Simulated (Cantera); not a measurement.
Cantera run:

```python
import numpy as np
import cantera as ct

gas_names = """
    H H2O
""".split()
cond_names = """
    Cr2O3(s) Cr2O3(L) Cr(cr) Cr(L)
""".split()


# ... load() reads the species with a 1 bar reference pressure and builds the phases ...
species = {s.name: s for s in load("nasa_gas.yaml", gas_names) + load("nasa_condensed.yaml", cond_names)}
# Each term lists the table entries of one substance; the one whose range holds T is used.
reactions = {
    '6 H(g) + Cr2O3 = 2 Cr + 3 H2O(g)':
        [(-6, ['H']), (-1, ['Cr2O3(s)', 'Cr2O3(L)']), (2, ['Cr(cr)', 'Cr(L)']), (3, ['H2O'])],
}


def pick(names, T):
    return next(species[n] for n in names if species[n].thermo.min_temp <= T <= species[n].thermo.max_temp)


results = []
for label, terms in reactions.items():
    print(label)
    print("     T/K   dH/kJ  dS/(J/K)   dG/kJ   log10 K")
    for T in [973, 1173, 1373, 1573, 1773, 1973, 2173, 2373, 2573, 2773, 2973]:
        used = [(nu, pick(names, T)) for nu, names in terms]
        dH = sum(nu * s.thermo.h(T) for nu, s in used) / 1e6
        dS = sum(nu * s.thermo.s(T) for nu, s in used) / 1e3
        dG = dH - T * dS / 1e3
        logK = -dG * 1e6 / (ct.gas_constant * T * np.log(10))
        results.append((label, T, dH, dS, dG, logK, [s.name for _, s in used]))
        print(f"{T:8g} {dH:8.1f} {dS:8.1f} {dG:8.1f} {logK:8.2f}")
```

Output:

```
6 H(g) + Cr2O3 = 2 Cr + 3 H2O(g)
     T/K   dH/kJ  dS/(J/K)   dG/kJ   log10 K
     973   -951.7   -250.7   -707.7    37.99
    1173   -963.6   -261.9   -656.4    29.23
    1373   -973.0   -269.3   -603.2    22.95
    1573   -979.9   -274.0   -548.9    18.23
    1773   -984.4   -276.7   -493.7    14.55
    1973   -986.5   -277.9   -438.3    11.60
    2173   -946.7   -259.2   -383.5     9.22
    2373   -951.9   -261.5   -331.4     7.30
    2573   -956.9   -263.5   -278.9     5.66
    2773  -1093.5   -315.9   -217.5     4.10
    2973  -1100.2   -318.2   -154.1     2.71
```

Cantera with NASA thermochemical tables; ideal gases at 1 bar, condensed phases pure. Condensed species are held in their standard states even where they would react or evaporate.
